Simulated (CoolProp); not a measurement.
Values from CoolProp's reference Helmholtz-energy equation of state, Thol 2012.

Task: Give the vapour pressure (bar), liquid density (kg/m³), vapour density (kg/m³), liquid viscosity (µPa s) of saturated benzene at 453.8, 485.7, 512.3 K.

Result: 
```json
[
 {"T (K)": "453.8", "p (bar)": "10.4", "liquid density (kg/m³)": "687", "vapour density (kg/m³)": "26.0", "liquid viscosity (µPa s)": "136"},
 {"T (K)": "485.7", "p (bar)": "17.5", "liquid density (kg/m³)": "637", "vapour density (kg/m³)": "45.2", "liquid viscosity (µPa s)": "105"},
 {"T (K)": "512.3", "p (bar)": "25.8", "liquid density (kg/m³)": "585", "vapour density (kg/m³)": "71.2", "liquid viscosity (µPa s)": "83.9"}
]
```

Viscosity comes from a separate model (Avgeri 2014).
